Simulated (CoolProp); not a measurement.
Aqueous potassium acetate as a coolant, at 2 °C, 1 atm.

Model: Melinder's fits for secondary coolants, in CoolProp.

```json
[
 {"mass %": "5.5", "freezing point (°C)": "-2.2", "conductivity (W/(m K))": "0.550", "viscosity (mPa s)": "1.90", "Prandtl number": "13.7", "cp (kJ/(kg K))": "…"},
 {"mass %": "9.7", "freezing point (°C)": "…", "conductivity (W/(m K))": "0.538", "viscosity (mPa s)": "2.10", "Prandtl number": "14.9", "cp (kJ/(kg K))": "3.814"},
 {"mass %": "13.9", "freezing point (°C)": "-6.8", "conductivity (W/(m K))": "0.525", "viscosity (mPa s)": "2.33", "Prandtl number": "16.3", "cp (kJ/(kg K))": "3.674"},
 {"mass %": "18.1", "freezing point (°C)": "-9.7", "conductivity (W/(m K))": "…", "viscosity (mPa s)": "2.61", "Prandtl number": "18.1", "cp (kJ/(kg K))": "3.543"},
 {"mass %": "22.3", "freezing point (°C)": "-13.3", "conductivity (W/(m K))": "0.499", "viscosity (mPa s)": "2.96", "Prandtl number": "20.2", "cp (kJ/(kg K))": "3.417"},
 {"mass %": "26.5", "freezing point (°C)": "-18.1", "conductivity (W/(m K))": "0.487", "viscosity (mPa s)": "3.40", "Prandtl number": "23.0", "cp (kJ/(kg K))": "3.294"},
 {"mass %": "30.7", "freezing point (°C)": "…", "conductivity (W/(m K))": "0.475", "viscosity (mPa s)": "3.99", "Prandtl number": "26.7", "cp (kJ/(kg K))": "3.173"},
 {"mass %": "34.9", "freezing point (°C)": "-31.7", "conductivity (W/(m K))": "…", "viscosity (mPa s)": "4.78", "Prandtl number": "…", "cp (kJ/(kg K))": "3.053"}
]
```

Task: Fill in the missing entries.

Result: 
- 5.5, cp (kJ/(kg K)): 3.970
- 9.7, freezing point (°C): -4.4
- 18.1, conductivity (W/(m K)): 0.512
- 30.7, freezing point (°C): -24.2
- 34.9, conductivity (W/(m K)): 0.464
- 34.9, Prandtl number: 31.4
